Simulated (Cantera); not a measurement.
A perfectly stirred reactor is fed with 10.1 % H₂, 26.5 % O₂, 63.5 % N₂, equivalence ratio 0.19, at 0.310 bar; it is held at 1400 K, and followed from long to short residence time.

Computed with Cantera and the H2/O2 subset of GRI-Mech 3.0, which has no nitrogen chemistry. The temperature is held fixed by assumption; the heat of reaction is taken as removed at once.

Problem. Predict: x(H₂) at τ = 2.40 s; x(O₂) at τ = 2.40 s; x(OH) at τ = 2.40 s; x(H₂O₂) at τ = 2.40 s; x(H₂O) at τ = 2.40 s; x(H₂) at τ = 11.0 ms; x(O₂) at τ = 11.0 ms; x(OH) at τ = 11.0 ms; x(H₂O₂) at τ = 11.0 ms; x(H₂O) at τ = 11.0 ms.

Solution. 
| Quantity | Result |
|---|---|
| x(H₂) at τ = 2.40 s | 2.47e-5 |
| x(O₂) at τ = 2.40 s | 0.226 |
| x(OH) at τ = 2.40 s | 0.000318 |
| x(H₂O₂) at τ = 2.40 s | 7.50e-8 |
| x(H₂O) at τ = 2.40 s | 0.106 |
| x(H₂) at τ = 11.0 ms | 0.000800 |
| x(O₂) at τ = 11.0 ms | 0.224 |
| x(OH) at τ = 11.0 ms | 0.00194 |
| x(H₂O₂) at τ = 11.0 ms | 6.47e-7 |
| x(H₂O) at τ = 11.0 ms | 0.104 |
